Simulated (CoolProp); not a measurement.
Vapour-liquid equilibrium of dimethyl ether (1) + R236EA (2) at 1.94 MPa; x and y are mole fractions of (1).

Model: multi-fluid Helmholtz-energy mixture model, Wu 2011 and Rui 2013; pair parameters Bell 2016, in CoolProp.

| x | bubble temperature, mixture model (°C) | bubble temperature, Raoult's law (°C) | y, mixture model | y, Raoult's law |
|---|---|---|---|---|
| 0.05 | 109.6 | 107.5 | (withheld) | 0.097 |
| 0.15 | 109.4 | 102.8 | 0.160 | 0.268 |
| 0.25 | 108.4 | 98.4 | 0.276 | 0.412 |
| 0.35 | 106.6 | 94.3 | (withheld) | 0.533 |
| 0.45 | 103.8 | 90.5 | 0.529 | 0.637 |
| 0.55 | 99.9 | 86.9 | 0.657 | 0.727 |
| 0.65 | (withheld) | 83.6 | 0.832 | 0.803 |
| 0.75 | (withheld) | 80.4 | 0.869 | 0.870 |
| 0.85 | 82.2 | 77.5 | 0.940 | 0.927 |
| 0.95 | 76.0 | 74.7 | 0.985 | 0.977 |

Fill in the missing entries.


- 0.05, y, mixture model: 0.050
- 0.35, y, mixture model: 0.400
- 0.65, bubble temperature, mixture model (°C): 92.5
- 0.75, bubble temperature, mixture model (°C): 88.6

The largest gap from Raoult's law is +13.3 K in bubble temperature, at x = 0.45. y crosses x between x = 0.05 and 0.15: the model has an azeotrope there.

Pair parameters are fitted to limited data, so mixtures are less certain than the pure fluids.
